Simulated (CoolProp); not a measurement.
Model: reference Helmholtz-energy equation of state, McLinden 2015, in CoolProp.

Problem. Give the vapour pressure (bar), vapour density (kg/m³), enthalpy of vaporisation (kJ/kg) of saturated the fluoroketone C6F12O (FK-5-1-12) at 307.6, 393.7, 415.3 K.

Solution. 
```csv
T (K),p (bar),vapour density (kg/m³),enthalpy of vaporisation (kJ/kg)
307.6,0.592,7.66,92.2
393.7,7.20,94.1,61.0
415.3,11.3,164,48.1
```
